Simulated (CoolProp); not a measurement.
The fluid at 293.15 K and 9.46 MPa flows at 0.13 m/s in a round tube of 2 mm bore and 0.25 µm roughness, fully developed (64/Re and Nu = 3.66 if laminar; Colebrook and Gnielinski if turbulent). The same conditions are run with several fluids, on thermodynamics alone (safety and materials aside).

Model: reference Helmholtz-energy equation of state of each fluid (c-C4F8 (RC318): Platzer 1990; R410A: Lemmon 2003; R407C: Lemmon 2003; methanol: de Reuck 1993; R11: Jacobsen 1992), in CoolProp. The equations of Platzer and Polt are older, rougher fits. Blends and air are pseudo-pure fits.

Problem. Rank c-C4F8 (RC318), R410A, R407C, methanol, R11 by Reynolds number, highest first.

Solution. R410A (1980), R407C (1670), c-C4F8 (RC318) (851), R11 (784), methanol (336)

```tsv
fluid	Darcy friction factor	pressure drop (Pa/m)	heat-transfer coefficient (W/(m² K))	mass flow (kg/h)
c-C4F8 (RC318)	0.0752	499	131	2.31
R410A	0.0323	155	182	1.67
R407C	0.0382	195	169	1.77
methanol	0.190	643	376	1.18
R11	0.0817	521	168	2.22
```

Transport values come from each fluid's own correlations; those of c-C4F8 (RC318), R11 are estimates that may be off by 10 % or more.
